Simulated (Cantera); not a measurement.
Mixture: CH₄ : O₂ : N₂ = 1 : 2.17 : 8.17 (molar parts), at 1000000 Pa, adiabatic and at constant pressure. Ignition delay is the time to a rise of 400 K.

Detailed kinetics in Cantera: GRI-Mech 3.0 (53 species, 325 reactions).

Q: What does this change do: 0.051 parts H2 added?

A: 
```tsv
quantity	before	after
delay at 1125 K	12.0 ms	5.11 ms
delay at 1175 K	6.24 ms	3.06 ms
delay at 1225 K	3.37 ms	1.87 ms
delay at 1275 K	1.87 ms	1.15 ms
delay at 1325 K	1.07 ms	0.714 ms
delay at 1375 K	0.628 ms	0.446 ms
apparent activation energy between 1275 and 1375 K	160 kJ/mol	140 kJ/mol
```

Q: What does this change do: pressure from 1000000 Pa to 410000 Pa?

A: 
| quantity | before | after |
|---|---|---|
| delay at 1125 K | 12.0 ms | 32.6 ms |
| delay at 1175 K | 6.24 ms | 16.4 ms |
| delay at 1225 K | 3.37 ms | 8.52 ms |
| delay at 1275 K | 1.87 ms | 4.56 ms |
| delay at 1325 K | 1.07 ms | 2.51 ms |
| delay at 1375 K | 0.628 ms | 1.42 ms |
| apparent activation energy between 1275 and 1375 K | 160 kJ/mol | 170 kJ/mol |
